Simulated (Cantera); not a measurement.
Feed: 1 mol BCl₃, 0.88 mol O₂, 7.4 mol H₂, held at 218 Torr.

Method: chemical equilibrium by Gibbs-energy minimisation in Cantera with the NASA 1993 tables (ideal gas, pure condensed phases). Candidate condensed phases: B, B₂O₃, B₃O₃H₃, H₂O; 33 gas species. Gases not in the tables: H₃BO₃. Rates play no part.

Problem. Which condensed phases are stable at each of these points (T (°C)): 1375, 1475, 1575, 1675, 1775, 1875, 1975, 2075?

Solution. 
| T (°C) | condensed phases | B condensed (%) |
|---|---|---|
| 1375 | B₂O₃(l) | 78.2 |
| 1475 | B₂O₃(l) | 53.9 |
| 1575 | gas only | 0.0 |
| 1675 | gas only | 0.0 |
| 1775 | gas only | 0.0 |
| 1875 | gas only | 0.0 |
| 1975 | gas only | 0.0 |
| 2075 | gas only | 0.0 |

From 1375 °C to 1475 °C the condensed part is B₂O₃(l). From 1575 °C to 2075 °C nothing is condensed.
